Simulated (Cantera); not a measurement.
A Cantera script and its output.

```python
import numpy as np
import cantera as ct

gas = ct.Solution("gri30.yaml")
gas.TPX = 1723, 4300, {'CH4': 1, 'H2': 100}
reactor = ct.IdealGasConstPressureReactor(gas, energy="off", clone=False)
net = ct.ReactorNet([reactor])
net.rtol, net.atol = 1e-08, 1e-18
show = ['CH4', 'H2', 'CH3', 'H', 'C2H6', 'C2H']
times = np.geomspace(2e-05, 4, 11)

steps = ct.SolutionArray(gas, extra=["t"])
rows = []
print(f"{'t/s':>10s}{'T/K':>9s}{'P/Pa':>11s}" + "".join(f"{s:>11s}" for s in show))
for t in times:
    while net.time < t:
        t_next = net.step()
        steps.append(gas.state, t=t_next)
    rows.append([np.interp(t, steps.t, y) for y in (steps.T, steps.P, *steps(*show).X.T)])
    print(f"{t:10.3e}{rows[-1][0]:9.1f}{rows[-1][1]:11.4g}" + "".join(f"{x:11.3e}" for x in rows[-1][2:]))
rate = np.gradient(steps.T, steps.t)
print("integrator steps:", len(steps.t))
if steps.T.max() > steps.T[0] + 200:
    print(f"time of steepest temperature rise: {steps.t[rate.argmax()]:.4e} s")
gas.TPX = 1723, 4300, {'CH4': 1, 'H2': 100}
gas.equilibrate("TP")
print(f"equilibrium (TP): T = {gas.T:.1f} K  " + "  ".join(f"{s} {gas[s].X[0]:.3e}" for s in show))
```

Output:

```
       t/s      T/K       P/Pa        CH4         H2        CH3          H       C2H6        C2H
 2.000e-05   1723.0       4300  9.901e-03  9.901e-01  1.583e-07  3.282e-07  1.741e-14  1.007e-26
 6.778e-05   1723.0       4300  9.901e-03  9.901e-01  3.704e-07  1.278e-06  3.563e-13  4.551e-24
 2.297e-04   1723.0       4300  9.900e-03  9.901e-01  1.034e-06  4.554e-06  7.704e-12  1.479e-21
 7.786e-04   1723.0       4300  9.898e-03  9.901e-01  3.280e-06  1.565e-05  1.776e-10  5.989e-19
 2.639e-03   1723.0       4300  9.890e-03  9.900e-01  1.087e-05  5.320e-05  2.990e-09  3.139e-16
 8.944e-03   1723.0       4300  9.862e-03  9.899e-01  3.603e-05  1.781e-04  3.278e-08  1.966e-13
 3.031e-02   1723.0       4300  9.748e-03  9.896e-01  1.048e-04  5.251e-04  1.977e-07  5.825e-11
 1.027e-01   1723.0       4300  9.165e-03  9.896e-01  1.546e-04  8.248e-04  3.350e-07  1.438e-09
 3.482e-01   1723.0       4300  7.459e-03  9.904e-01  1.286e-04  8.439e-04  2.287e-07  6.016e-09
 1.180e+00   1723.0       4300  4.531e-03  9.919e-01  7.942e-05  8.589e-04  8.639e-08  1.405e-08
 4.000e+00   1723.0       4300  1.922e-03  9.932e-01  3.422e-05  8.735e-04  1.607e-08  2.146e-08
integrator steps: 603
equilibrium (TP): T = 1723.0 K  CH4 3.078e-04  H2 9.941e-01  CH3 5.536e-06  H 8.830e-04  C2H6 6.925e-10  C2H 2.616e-08
```

Computed with Cantera and GRI-Mech 3.0 (53 species, 325 reactions). GRI-Mech 3.0 stops at C3 and has no aromatics, soot or wall deposition, so with more carbon than oxygen in the feed, carbon stays in small species such as C2H2 where larger ones or solid carbon would form. Radical loss at walls, strong at low pressure, is not modelled.
